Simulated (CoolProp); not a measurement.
Aqueous magnesium chloride as a coolant, 19 % by mass, freezing at -25.9 °C, 1 atm.

The numbers come from the Melinder's fits for secondary coolants in CoolProp.

```
T (°C)  viscosity (mPa s)  cp (kJ/(kg K))  density (kg/m³)  conductivity (W/(m K))
------  -----------------  --------------  ---------------  ----------------------
-4.4           (withheld)           3.088             1174              (withheld)
-1.1                 4.65      (withheld)             1173                   0.515
2.2                  4.16           3.106             1172                   0.521
5.6                  3.73           3.116             1171                   0.526
8.9            (withheld)           3.125             1169                   0.532
12.2                 3.02           3.134             1168                   0.538
15.6                 2.73           3.143             1167                   0.544
18.9                 2.47           3.152             1166                   0.549
22.2                 2.24           3.161             1164                   0.555
25.5                 2.03           3.170             1163              (withheld)
28.9                 1.84           3.180             1162                   0.566
32.2           (withheld)           3.189             1160                   0.571
35.5                 1.52           3.198             1159                   0.576
38.9                 1.39           3.208             1157                   0.582
```

What belongs in the gaps?


- -4.4, viscosity (mPa s): 5.20
- -4.4, conductivity (W/(m K)): 0.510
- -1.1, cp (kJ/(kg K)): 3.097
- 8.9, viscosity (mPa s): 3.35
- 25.5, conductivity (W/(m K)): 0.560
- 32.2, viscosity (mPa s): 1.67
